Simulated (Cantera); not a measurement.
Predominance diagram of V at 850 K against the partial pressures of O₂ and N₂ (log10, bar). Source: NASA polynomial tables (part measured, part estimated), evaluated in Cantera. Candidates: V(s), VN(s), VO(s), V₂O₃(s), V₂O₄(s), V₂O₅(s). Only these pure phases compete in this equilibrium. VN, VO: taken at fixed stoichiometry. Not in the tables: V₃O₅ to V₆O₁₃, V₂N.

```
log p(N₂) \ log p(O₂)
        columns: -32, -30.1, -28.2, -26.4, -24.5, -22.6, -20.7, -18.8, -16.9, -15.1, -13.2, -11.3, -9.4, -7.5, -5.6, -3.8, -1.9, 0
      0  A A B B B B B B C C C C C C D D D D
   -1.9  A B B B B B B B C C C C C C D D D D
   -3.8  A B B B B B B B C C C C C C D D D D
   -5.7  B B B B B B B B C C C C C C D D D D
   -7.6  B B B B B B B B C C C C C C D D D D
   -9.4  B B B B B B B B C C C C C C D D D D
  -11.3  B B B B B B B B C C C C C C D D D D
  -13.2  B B B B B B B B C C C C C C D D D D
  -15.1  B B B B B B B B C C C C C C D D D D
    -17  B B B B B B B B C C C C C C D D D D
```

A: VN(s); B: V₂O₃(s); C: V₂O₄(s); D: V₂O₅(s).
